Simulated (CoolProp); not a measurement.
The fluid at 293.15 K and 0.374 MPa is throttled through a valve to 0.0283 MPa with no heat exchange. The same conditions are run with several fluids, on thermodynamics alone (safety and materials aside).

Model: reference Helmholtz-energy equation of state of each fluid (sulfur hexafluoride: Guder 2009; carbon monoxide: Lemmon 2006; oxygen: Schmidt 1985; R125: Lemmon 2005; ammonia: Gao 2020), in CoolProp.

**Question.** Rank sulfur hexafluoride, carbon monoxide, oxygen, R125, ammonia by temperature change (K), highest first.

**Answer.** carbon monoxide (-0.9), oxygen (-1.0), sulfur hexafluoride (-3.5), R125 (-5.3), ammonia (-11.1)

```json
[
 {"fluid": "sulfur hexafluoride", "final density (kg/m³)": "1.72"},
 {"fluid": "carbon monoxide", "final density (kg/m³)": "0.326"},
 {"fluid": "oxygen", "final density (kg/m³)": "0.373"},
 {"fluid": "R125", "final density (kg/m³)": "1.43"},
 {"fluid": "ammonia", "final density (kg/m³)": "0.206"}
]
```
